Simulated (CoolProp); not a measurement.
Properties of n-pentane along the isobar 4670 kPa.

The numbers come from the reference Helmholtz-energy equation of state, Thol 2019 in CoolProp.

| T (K) | phase | cv (kJ/(kg K)) | Joule-Thomson coefficient (K/MPa) | isothermal compressibility (1/MPa) | expansivity (1/kK) |
|---|---|---|---|---|---|
| 261.6 | liquid | 1.612 | -0.4512 | ? | 1.367 |
| 281.4 | liquid | 1.675 | -0.4152 | 0.001636 | 1.439 |
| 301.3 | liquid | 1.744 | -0.3734 | 0.001992 | 1.531 |
| 321.2 | liquid | 1.818 | -0.3245 | 0.002461 | 1.646 |
| 341.1 | liquid | 1.894 | -0.2659 | 0.003099 | 1.793 |
| 361 | liquid | 1.973 | -0.1933 | 0.003998 | 1.985 |
| 380.9 | liquid | 2.055 | -0.09895 | 0.005329 | 2.244 |
| 400.7 | liquid | 2.137 | 0.03124 | 0.007418 | 2.610 |
| 420.6 | liquid | 2.223 | ? | 0.01107 | 3.178 |
| 440.5 | liquid | 2.311 | 0.5765 | 0.01854 | 4.181 |
| 460.4 | liquid | 2.408 | 1.339 | 0.03914 | 6.458 |
| 480.3 | supercritical | 2.533 | 4.114 | 0.1593 | 15.88 |
| 500.2 | supercritical | 2.641 | 11.56 | 0.6371 | ? |
| 520 | supercritical | 2.648 | 9.506 | 0.4247 | 11.50 |
| 539.9 | supercritical | ? | 7.475 | 0.3432 | 7.235 |
| 559.8 | supercritical | 2.728 | 6.122 | 0.3045 | ? |

Task: Complete the blanks.

Result: 
- 261.6, isothermal compressibility (1/MPa): 0.001362
- 420.6, Joule-Thomson coefficient (K/MPa): 0.2300
- 500.2, expansivity (1/kK): 27.00
- 539.9, cv (kJ/(kg K)): 2.682
- 559.8, expansivity (1/kK): 5.381
